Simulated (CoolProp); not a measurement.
Values from CoolProp's reference Helmholtz-energy equation of state, Beckmüller 2019.

Question: For n-octane, give the phase and the Z, speed of sound (m/s), isothermal compressibility (1/MPa), expansivity (1/kK) at 159.15 °C and 3.44 MPa.

Answer: 
- 159.15 °C and 3.44 MPa: liquid; Z 0.186, speed of sound 699, isothermal compressibility 0.00423, expansivity 1.67
